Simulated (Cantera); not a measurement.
## AlCl₃ + H₂O + N₂ (aluminium nitride and oxide growth)

Charge: 1 mol AlCl₃, 17 mol H₂O, 2.1 mol N₂, equilibrated at 0.293 Torr.

These are equilibrium values from Cantera (NASA tables, ideal gas, pure condensed phases), not measurements of a reactor. Candidate condensed phases: Al, AlCl₃, AlN, Al₂O₃, H₂O, NH₄Cl; 45 gas species. Condensed phases not in the tables: AlOCl. Kinetics and transport are ignored.

From 550 °C to 1450 °C the condensed part is Al₂O₃(s).

```json
[
 {"T (°C)": "550", "log p H₂O": "-3.53", "log p HCl": "-4.25", "log p N₂": "-4.40", "log p H₂": "-10.32", "log p Cl": "-10.21", "n Al₂O₃(s)": "0.500"},
 {"T (°C)": "700", "log p H₂O": "-3.53", "log p HCl": "-4.25", "log p N₂": "-4.40", "log p H₂": "-8.95", "log p Cl": "-8.76", "n Al₂O₃(s)": "0.500"},
 {"T (°C)": "850", "log p H₂O": "-3.53", "log p HCl": "-4.25", "log p N₂": "-4.40", "log p H₂": "-7.85", "log p Cl": "-7.74", "n Al₂O₃(s)": "0.500"},
 {"T (°C)": "1000", "log p H₂O": "-3.53", "log p HCl": "-4.25", "log p N₂": "-4.40", "log p H₂": "-6.99", "log p Cl": "-6.97", "n Al₂O₃(s)": "0.500"},
 {"T (°C)": "1150", "log p H₂O": "-3.53", "log p HCl": "-4.25", "log p N₂": "-4.40", "log p H₂": "-6.29", "log p Cl": "-6.37", "n Al₂O₃(s)": "0.500"},
 {"T (°C)": "1300", "log p H₂O": "-3.54", "log p HCl": "-4.26", "log p N₂": "-4.40", "log p H₂": "-5.72", "log p Cl": "-5.89", "n Al₂O₃(s)": "0.500"},
 {"T (°C)": "1450", "log p H₂O": "-3.54", "log p HCl": "-4.28", "log p N₂": "-4.41", "log p H₂": "-5.26", "log p Cl": "-5.50", "n Al₂O₃(s)": "0.500"}
]
```
log p: log10 of the partial pressure in bar; n: condensed amount in mol.
